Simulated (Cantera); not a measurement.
A closed system holds: 1 mol SiH2Cl2, 15 mol N2, at 75.0 Torr.

Equilibrium computed with Cantera from the NASA thermochemical tables; the gas is ideal and each condensed phase is pure. Candidate condensed phases: NH4Cl, Si, Si3N4; 28 gas species. N2 is the only nitrogen source here; it is nearly inert below about 1500 K, so the nitride shown seldom forms there in practice. Rates play no part.

Over these rows the condensed part is Si3N4(s). Partial pressures as log10 of bar:

```json
[
 {"T (K)": "948", "1000/T (1/K)": "1.0549", "log p SiCl2": "-8.62", "log p N2": "-1.05", "log p HCl": "-2.12", "log p H2": "-2.63", "log p SiCl4": "-2.93"},
 {"T (K)": "998", "1000/T (1/K)": "1.0020", "log p SiCl2": "-7.85", "log p N2": "-1.05", "log p HCl": "-2.11", "log p H2": "-2.65", "log p SiCl4": "-2.95"},
 {"T (K)": "1048", "1000/T (1/K)": "0.9542", "log p SiCl2": "-7.16", "log p N2": "-1.05", "log p HCl": "-2.10", "log p H2": "-2.66", "log p SiCl4": "-2.97"},
 {"T (K)": "1098", "1000/T (1/K)": "0.9107", "log p SiCl2": "-6.53", "log p N2": "-1.05", "log p HCl": "-2.09", "log p H2": "-2.68", "log p SiCl4": "-2.98"},
 {"T (K)": "1148", "1000/T (1/K)": "0.8711", "log p SiCl2": "?", "log p N2": "-1.05", "log p HCl": "-2.09", "log p H2": "-2.69", "log p SiCl4": "-3.00"},
 {"T (K)": "1198", "1000/T (1/K)": "0.8347", "log p SiCl2": "-5.43", "log p N2": "-1.05", "log p HCl": "-2.08", "log p H2": "-2.70", "log p SiCl4": "-3.01"}
]
```

Problem. Fit log p(SiCl2) = a + b·(1000/T) to the five rows, give the apparent enthalpy, and predict the row at 1148 K.

Solution. Means: 1000/T = 0.9513, log p = -7.118. Sxy = -0.413535, Sxx = 0.0285558, so b = -14.48 and a = -7.118 − (-14.48)×0.9513 = 6.66.
Apparent enthalpy: −19.145 × (-14.48) = 277 kJ/mol. With the condensed phases at unit activity, 1/6 Si3N4(s) + 1/2 SiCl4(g) = SiCl2(g) + 1/3 N2(g) links this pressure to the main gases: over the six rows their terms move log p by -0.04 in all, so the slope is close to that reaction's ΔH°. The five rows lie within 0.01 of the line.
Prediction at 1148 K: 6.66 + (-14.48)×0.8711 = -5.95. The computed value is -5.95, 0.00 from the line.
